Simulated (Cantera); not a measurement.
**Ignition delay**

Mixture: CH4 : O2 : N2 = 1 : 4.55 : 25 (molar parts), at 5.00 bar, adiabatic and at constant pressure. Ignition delay is the time to a rise of 400 K.

Model: GRI-Mech 3.0 (53 species, 325 reactions), integrated in Cantera.

```json
[
 {"T0 (K)": "1300", "delay (ms)": "2.79"},
 {"T0 (K)": "1375", "delay (ms)": "1.20"},
 {"T0 (K)": "1450", "delay (ms)": "0.552"},
 {"T0 (K)": "1525", "delay (ms)": "0.270"},
 {"T0 (K)": "1600", "delay (ms)": "0.141"},
 {"T0 (K)": "1675", "delay (ms)": "0.0798"}
]
```

```yaml
apparent activation energy between 1525 and 1675 K: 170 kJ/mol
```
